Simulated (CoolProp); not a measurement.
Vapour pressure (MPa) of tetrahydrofuran: the reference equation beside estimates from Tc = 267.0 °C, pc = 5.304 MPa, ω = 0.234. Clausius-Clapeyron is anchored at 178.65 °C with a constant enthalpy of vaporisation of 22.32 kJ/mol.

Model: reference Helmholtz-energy equation of state, Fiedler 2023, in CoolProp.

| T (°C) | reference | Lee-Kesler | Clausius-Clapeyron | van der Waals | Redlich-Kwong | Soave-Redlich-Kwong | Peng-Robinson |
|---|---|---|---|---|---|---|---|
| 154.15 | 0.9142 | 0.9270 | 1.016 | 1.929 | 1.203 | 0.9308 | 0.9196 |
| 159.05 | 1.004 | 1.018 | 1.091 | 2.034 | 1.305 | 1.024 | 1.011 |
| 163.95 | 1.100 | 1.116 | 1.170 | 2.143 | 1.414 | 1.123 | 1.109 |
| 168.85 | 1.202 | 1.221 | 1.252 | 2.255 | 1.528 | 1.229 | 1.213 |
| 173.75 | 1.312 | 1.333 | 1.338 | 2.370 | 1.648 | 1.343 | 1.326 |
| 178.65 | 1.428 | 1.452 | 1.428 | 2.490 | 1.775 | 1.464 | 1.445 |
| 183.55 | 1.552 | 1.578 | 1.522 | 2.613 | 1.908 | 1.593 | 1.573 |
| 188.45 | 1.685 | 1.713 | 1.620 | 2.739 | 2.048 | 1.730 | 1.708 |
| 193.35 | 1.825 | 1.855 | 1.722 | 2.870 | 2.194 | 1.876 | 1.853 |
| 198.25 | 1.974 | 2.007 | 1.829 | 3.004 | 2.347 | 2.030 | 2.006 |
| 203.15 | 2.132 | 2.167 | 1.939 | 3.142 | 2.508 | 2.194 | 2.168 |
| 208.05 | 2.299 | 2.337 | 2.053 | 3.284 | 2.675 | 2.367 | 2.340 |
| 212.95 | 2.476 | 2.517 | 2.172 | 3.430 | 2.850 | 2.549 | 2.522 |

Absolute difference from the reference over all 13 rows, mean and median: Lee-Kesler 1.6 and 1.6 %, Clausius-Clapeyron 6.4 and 6.4 %, van der Waals 70.8 and 68.4 %, Redlich-Kwong 23.1 and 22.9 %, Soave-Redlich-Kwong 2.5 and 2.6 %, Peng-Robinson 1.3 and 1.4 %.
